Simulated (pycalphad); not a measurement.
Computed with pycalphad from the COST 507 light-alloy database (1999), at 1 atm. These are 1990s assessments: newer ones move some temperatures and phases. Amounts are mole fractions of atoms.

### Question
Give the equilibrium state of Sn-80.9Si (at.%) at 277 °C.

### Answer
```
T = 550.00 K, P = 101325 Pa, N = 1 mol of atoms
G = -15806 J/mol, H = 7279 J/mol, S = 41.97 J/(mol K)  (SER reference)
chemical potentials (J/mol): Sn -31177, Si -12177
phase             fraction      x(Sn)      x(Si)
DIAMOND_A4          0.8090   2.48e-07     1.0000
LIQUID              0.1910     1.0000   1.68e-06
```

DIAMOND_A4 is diamond (Si).
